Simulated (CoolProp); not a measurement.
Sulfur hexafluoride along the isotherm 331.7 K: fugacity coefficient from the reference equation and from simpler models built on Tc = 318.7 K, pc = 3.755 MPa, ω = 0.210; each cubic takes its own stable root.

The numbers come from the reference Helmholtz-energy equation of state, Guder 2009 in CoolProp.

```json
[
 {"p (MPa)": "0.0297", "phase": "gas", "reference": "0.9977"},
 {"p (MPa)": "0.0462", "phase": "gas", "reference": "0.9964"},
 {"p (MPa)": "0.072", "phase": "gas", "reference": "0.9944"},
 {"p (MPa)": "0.112", "phase": "gas", "reference": "0.9913"},
 {"p (MPa)": "0.174", "phase": "gas", "reference": "0.9865"},
 {"p (MPa)": "0.272", "phase": "gas", "reference": "0.9789"},
 {"p (MPa)": "0.423", "phase": "gas", "reference": "0.9672"},
 {"p (MPa)": "0.659", "phase": "gas", "reference": "0.9490"},
 {"p (MPa)": "1.03", "phase": "gas", "reference": "0.9207"},
 {"p (MPa)": "1.6", "phase": "gas", "reference": "0.8776"},
 {"p (MPa)": "2.49", "phase": "gas", "reference": "0.8109"},
 {"p (MPa)": "3.87", "phase": "supercritical", "reference": "0.7072"},
 {"p (MPa)": "6.03", "phase": "supercritical", "reference": "0.5403"},
 {"p (MPa)": "9.39", "phase": "supercritical", "reference": "0.4036"}
]
```

### Question
How far does each simpler model (van der Waals, Redlich-Kwong, Soave-Redlich-Kwong) lie from the reference over these 14 states: mean and median of the absolute difference, and the worst?

### Answer
- van der Waals: mean 1.1 %, median 0.3 %, worst +7.2 % at 331.7 K and 9.39 MPa
- Redlich-Kwong: mean 0.3 %, median 0.2 %, worst -1.0 % at 331.7 K and 3.87 MPa
- Soave-Redlich-Kwong: mean 0.4 %, median 0.1 %, worst +3.2 % at 331.7 K and 9.39 MPa
